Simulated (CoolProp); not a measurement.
Computed with CoolProp (reference Helmholtz-energy equation of state, Bücker 2006).

Task: Give the vapour pressure (kPa), enthalpy of vaporisation (kJ/kg), vapour Z, surface tension (mN/m) of saturated isobutane at 280.9 K.

Result: 
| T (K) | p (kPa) | enthalpy of vaporisation (kJ/kg) | vapour Z | surface tension (mN/m) |
|---|---|---|---|---|
| 280.9 | 205 | 347 | 0.932 | 11.9 |

Surface tension comes from a separate correlation (Mulero 2012).
